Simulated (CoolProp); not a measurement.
Properties of tetradecamethylhexasiloxane (MD4M) along the isotherm 404.2 K (Tc = 653.2 K, pc = 828.6 kPa, ω = 0.800).

The numbers come from the reference Helmholtz-energy equation of state, Thol 2019 in CoolProp.

```tsv
p (kPa)	phase	cp (kJ/(kg K))	cv (kJ/(kg K))	expansivity (1/kK)
6.55	liquid	1.946	1.696	1.292
9.88	liquid	1.946	1.696	1.292
14.9	liquid	1.946	1.696	1.291
22.5	liquid	1.946	1.696	1.291
33.9	liquid	1.946	1.696	1.291
51.2	liquid	1.946	1.696	1.290
77.2	liquid	1.946	1.696	1.290
116	liquid	1.946	1.696	1.288
176	liquid	1.945	1.696	1.287
265	liquid	1.945	1.696	1.284
400	liquid	1.945	1.696	1.280
603	liquid	1.944	1.696	1.274
910	liquid	1.944	1.696	1.265
1370	liquid	1.943	1.696	1.252
2070	liquid	1.941	1.696	1.233
```
